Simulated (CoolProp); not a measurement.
A Linde-Hampson liquefier for dry air: isothermal reversible compression at 280 K from 1 atm to 25 MPa, throttling to 1 atm, return gas leaving the recuperator 2 K below the feed. Each further row changes one setting.

The numbers come from the reference Helmholtz-energy equation of state, Lemmon 2000 in CoolProp. It is a pseudo-pure fit of the blend.

```tsv
case	liquid yield per pass	compression work (kJ/kg of gas)
as stated	…	440
high pressure 50 MPa	…	…
warm-end temperature 310 K	0.079	…
warm-end gap 7 K	…	440
```

Question: Fill in the missing entries.

Answer: 
- as stated, liquid yield per pass: 0.108
- high pressure 50 MPa, liquid yield per pass: 0.123
- high pressure 50 MPa, compression work (kJ/kg of gas): 504
- warm-end temperature 310 K, compression work (kJ/kg of gas): 491
- warm-end gap 7 K, liquid yield per pass: 0.097
